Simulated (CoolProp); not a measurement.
Model: reference Helmholtz-energy equation of state, Penoncello 2003, in CoolProp.

For CHF3 (R23), give the phase and the expansivity (1/kK), viscosity (µPa s) at 318.3 K and 848 kPa; 318.3 K and 12100 kPa.


- 318.3 K and 848 kPa: gas; expansivity 3.78, viscosity 15.9
- 318.3 K and 12100 kPa: supercritical; expansivity 9.24, viscosity 66.3

Viscosity comes from a separate model (Shan 2000).
